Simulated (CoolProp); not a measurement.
Cyclopropane along the isotherm 437.2 K: density (kg/m³) from the reference equation and from simpler models built on Tc = 398.7 K, pc = 5.605 MPa, ω = 0.131; each cubic takes its own stable root.

Model: reference Helmholtz-energy equation of state, Polt 1992, in CoolProp. This equation is an older, rougher fit.

```csv
p (MPa),phase,reference,ideal gas,van der Waals,Soave-Redlich-Kwong
0.28,gas,3.285,3.241,3.281,3.283
0.561,gas,6.671,6.494,6.655,6.666
0.841,gas,10.14,9.736,10.11,10.13
1.12,gas,13.70,12.97,13.64,13.68
1.4,gas,17.38,16.21,17.28,17.34
1.68,gas,21.17,19.45,21.03,21.12
1.96,gas,25.09,22.69,24.90,25.02
2.24,gas,29.13,25.93,28.90,29.05
2.52,gas,33.33,29.17,33.04,33.21
2.8,gas,37.67,32.41,37.33,37.53
```
